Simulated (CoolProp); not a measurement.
Computed with CoolProp (reference Helmholtz-energy equation of state, Thol 2016).

Problem. Give the vapour pressure (MPa), enthalpy of vaporisation (kJ/kg), liquid cp (kJ/(kg K)), surface tension (mN/m) of saturated R1234ze(E) at 341.8 K.

Solution. 
```json
[
 {"T (K)": "341.8", "p (MPa)": "1.56", "enthalpy of vaporisation (kJ/kg)": "126", "liquid cp (kJ/(kg K))": "1.63", "surface tension (mN/m)": "3.49"}
]
```

Surface tension comes from a separate correlation (Mulero 2014).
